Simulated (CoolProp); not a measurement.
Vapour-liquid equilibrium of nitrogen (1) + carbon monoxide (2) at 79.5 K; x and y are mole fractions of (1).

Model: multi-fluid Helmholtz-energy mixture model, Span 2000 and Lemmon 2006; pair parameters Gernert 2013, in CoolProp.

Problem. Give the bubble pressure and the first vapour's composition at x = 0.05, 0.2, 0.65. Is there an azeotrope?

Solution. x = 0.05: 0.08189 MPa, y = 0.084; x = 0.2: 0.09081 MPa, y = 0.300; x = 0.65: 0.1147 MPa, y = 0.744. No azeotrope shows between x = 0.05 and 0.95.

Pair parameters are fitted to limited data, so mixtures are less certain than the pure fluids.
